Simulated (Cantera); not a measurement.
An isothermal, constant-pressure homogeneous reactor starts with CH₄ : H₂O : N₂ = 1 : 1.3 : 0.007 (molar parts), at 1700 K and 1.00 bar.

Cantera simulation using GRI-Mech 3.0 (53 species, 325 reactions); the numbers are that mechanism's predictions, not measurements.

One state of this run: x CH₄ = 0.000357; x H₂O = 0.0640; x CH₃ = 1.28e-6; x C₂H₄ = 4.49e-7; x CH₂ = 2.34e-10; x H₂ = 0.702. x: mole fraction; the columns are a selection and need not sum to one.

Q: Which value of t (s) does it belong to?
A. 0.00191
B. 0.000105
C. 30.0
D. 0.000276

A: C, 30.0
